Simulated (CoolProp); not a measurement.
A simple Rankine cycle with water: condensing at 302.15 K, boiler at 3.17 MPa, turbine inlet 515.1 K, turbine efficiency 0.65, pump efficiency 0.8, no recuperator. Each further row changes one setting.

Model: reference Helmholtz-energy equation of state, Wagner 2002, in CoolProp.

```tsv
case	thermal efficiency (%)	net work (kJ/kg)	heat in (kJ/kg)	turbine exit temperature (K)	volume ratio over the turbine
as stated	…	…	2700	302.1	461
turbine inlet 535.1 K	23.0	634	2760	302.1	441
condensing temperature 294.15 K	23.7	647	2730	294.1	720
boiler pressure 2.22 MPa	21.9	603	2750	302.1	315
turbine efficiency 0.55	…	521	2700	302.1	483
```

Task: Some entries are withheld; supply them.

Result: 
- as stated, thermal efficiency (%): 22.9
- as stated, net work (kJ/kg): 616
- turbine efficiency 0.55, thermal efficiency (%): 19.3

The expansion ends wet for: as stated; turbine inlet 535.1 K; condensing temperature 294.15 K; boiler pressure 2.22 MPa; turbine efficiency 0.55.
